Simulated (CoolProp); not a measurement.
R1234yf along the isobar 2.8 bar: Z from the reference equation and from simpler models built on Tc = 94.7 °C, pc = 33.84 bar, ω = 0.276; each cubic takes its own stable root.

Values from CoolProp's reference Helmholtz-energy equation of state, Lemmon 2022.

```
T (°C)    phase  reference
-------  ------  ---------
-102.55  liquid    0.01549
-84.15   liquid    0.01444
-65.65   liquid    0.01361
-47.25   liquid    0.01296
-28.85   liquid    0.01246
-10.45   liquid    0.01210
8.05        gas     0.9213
26.45       gas     0.9379
```

### Question
How far does each simpler model (Soave-Redlich-Kwong, Peng-Robinson) lie from the reference over these 8 states: mean and median of the absolute difference, and the worst?

### Answer
- Soave-Redlich-Kwong: mean 9.5 %, median 12.0 %, worst +13.5 % at -102.55 °C and 2.8 bar
- Peng-Robinson: mean 0.7 %, median 0.7 %, worst +1.0 % at -102.55 °C and 2.8 bar
